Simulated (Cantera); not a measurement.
Cantera run, input and output.

```python
import numpy as np
import cantera as ct

gas = ct.Solution("gri30.yaml")
gas.TPX = 1300, 2666, {'N2O': 1}
reactor = ct.IdealGasConstPressureReactor(gas, energy="off", clone=False)
net = ct.ReactorNet([reactor])
net.rtol, net.atol = 1e-08, 1e-18
show = ['N2O', 'NO2', 'N2', 'NO', 'O', 'O2']
times = np.geomspace(4e-05, 200, 10)

steps = ct.SolutionArray(gas, extra=["t"])
rows = []
print(f"{'t/s':>10s}{'T/K':>9s}{'P/Pa':>11s}" + "".join(f"{s:>11s}" for s in show))
for t in times:
    while net.time < t:
        t_next = net.step()
        steps.append(gas.state, t=t_next)
    rows.append([np.interp(t, steps.t, y) for y in (steps.T, steps.P, *steps(*show).X.T)])
    print(f"{t:10.3e}{rows[-1][0]:9.1f}{rows[-1][1]:11.4g}" + "".join(f"{x:11.3e}" for x in rows[-1][2:]))
rate = np.gradient(steps.T, steps.t)
print("integrator steps:", len(steps.t))
if steps.T.max() > steps.T[0] + 200:
    print(f"time of steepest temperature rise: {steps.t[rate.argmax()]:.4e} s")
gas.TPX = 1300, 2666, {'N2O': 1}
gas.equilibrate("TP")
print(f"equilibrium (TP): T = {gas.T:.1f} K  " + "  ".join(f"{s} {gas[s].X[0]:.3e}" for s in show))
```

Output:

```
       t/s      T/K       P/Pa        N2O        NO2         N2         NO          O         O2
 4.000e-05   1300.0       2666  1.000e+00  2.933e-16  2.070e-06  6.395e-08  1.672e-06  1.832e-07
 2.220e-04   1300.0       2666  1.000e+00  1.439e-13  1.454e-05  1.419e-06  5.698e-06  4.065e-06
 1.232e-03   1300.0       2666  9.998e-01  1.604e-11  1.011e-04  1.500e-05  7.633e-06  4.299e-05
 6.840e-03   1300.0       2666  9.990e-01  6.154e-10  5.905e-04  9.354e-05  7.637e-06  2.680e-04
 3.796e-02   1300.0       2666  9.947e-01  1.815e-08  3.297e-03  5.279e-04  7.637e-06  1.513e-03
 2.107e-01   1300.0       2666  9.708e-01  3.775e-07  1.804e-02  2.893e-03  7.635e-06  8.291e-03
 1.170e+00   1300.0       2666  8.511e-01  3.543e-06  9.188e-02  1.474e-02  7.626e-06  4.225e-02
 6.492e+00   1300.0       2666  4.418e-01  1.808e-05  3.446e-01  5.516e-02  7.559e-06  1.585e-01
 3.603e+01   1300.0       2666  2.555e-02  4.202e-05  6.021e-01  9.511e-02  5.836e-06  2.772e-01
 2.000e+02   1300.0       2666  5.006e-06  1.970e-04  6.185e-01  9.633e-02  5.861e-07  2.850e-01
integrator steps: 1284
equilibrium (TP): T = 1300.0 K  N2O 4.589e-09  NO2 1.025e-06  N2 6.664e-01  NO 4.609e-04  O 6.294e-07  O2 3.331e-01
```

Detailed kinetics in Cantera: GRI-Mech 3.0 (53 species, 325 reactions). GRI-Mech 3.0 was tuned for natural gas; its chemistry of N2O as a main component is partial and can be far from experiment. Radical loss at walls, strong at low pressure, is not modelled. The mechanism lacks the step 2 NO + O2 → 2 NO2, which can matter for NO2 below about 1400 K. The temperature is held fixed by assumption; the heat of reaction is taken as removed at once.
